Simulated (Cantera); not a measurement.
Input: 1 mol Si₂H₆, 1.7 mol CO₂, 0.32 mol H₂, at 32.0 Pa.

Equilibrium computed with Cantera from the NASA thermochemical tables; the gas is ideal and each condensed phase is pure. Candidate condensed phases: C, C₆H₆, C₇H₈, C₈H₁₈, H₂O, Si, SiC, SiO₂; 123 gas species. The feed counts by its element totals alone. Mutual solubility and eutectic melting of coexisting phases are not modelled. The tables hold silica as quartz up to 1696 K and as liquid above; real silica turns to tridymite and cristobalite and melts near 1996 K. Rates play no part.

Q: Which condensed phases are stable at each of these points (T (K)): 950, 1100, 1250, 1400, 1550, 1700, 1850?

A: 
| T (K) | condensed phases | Si condensed (%) |
|---|---|---|
| 950 | C(graphite) + SiC(s) + SiO₂(β-quartz) | 100.0 |
| 1100 | C(graphite) + SiC(s) + SiO₂(β-quartz) | 100.0 |
| 1250 | SiC(s) + SiO₂(β-quartz) | 99.9 |
| 1400 | SiC(s) + SiO₂(β-quartz) | 85.8 |
| 1550 | SiC(s) | 7.5 |
| 1700 | SiC(s) | 7.4 |
| 1850 | SiC(s) | 6.0 |

From 950 K to 1100 K the condensed part is C(graphite) + SiC(s) + SiO₂(β-quartz). From 1250 K to 1400 K the condensed part is SiC(s) + SiO₂(β-quartz). From 1550 K to 1850 K the condensed part is SiC(s).
